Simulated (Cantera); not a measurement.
An isothermal, constant-pressure homogeneous reactor starts with NO : N₂ = 1 : 0.23 (molar parts), at 1925 K and 0.320 bar.

Cantera simulation using GRI-Mech 3.0 (53 species, 325 reactions); the numbers are that mechanism's predictions, not measurements.

Problem. Predict: x(NO) at 2.00 s; x(N₂O) at 2.00 s; x(NO₂) at 2.00 s; x(O) at 2.00 s; x(O₂) at 2.00 s.

Solution. 
```
Quantity                                             Result
----------------  -----------------------------------------
x(NO) at 2.00 s       0.383 (gas-phase equilibrium 0.00743)
x(N₂O) at 2.00 s    5.56e-5 (gas-phase equilibrium 2.06e-7)
x(NO₂) at 2.00 s   0.000430 (gas-phase equilibrium 1.14e-5)
x(O) at 2.00 s    0.000310 (gas-phase equilibrium 0.000415)
x(O₂) at 2.00 s         0.214 (gas-phase equilibrium 0.402)
```
